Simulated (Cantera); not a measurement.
An isothermal, constant-pressure homogeneous reactor starts with NH₃ : N₂ = 1 : 0.35 (molar parts), at 1900 K and 100.0 Torr.

Model: the gas-phase N/H chemistry of the illustrative SiF4/NH3 mechanism in the Surface Chemkin manual (1991), integrated in Cantera. Walls and surfaces, which speed up NH3 decomposition in real reactors, are not modelled.

One state of this run: x NH₃ = 0.000816; x NH₂ = 5.77e-6; x NH = 5.79e-7; x N₂H₂ = 7.54e-10; x H₂ = 0.636; x N₂ = 0.361. x: mole fraction; the columns are a selection and need not sum to one.

Task: Which value of t (s) does it belong to?
A) 6.83
B) 0.795
C) 2.33
D) 0.000429

Result: A, 6.83
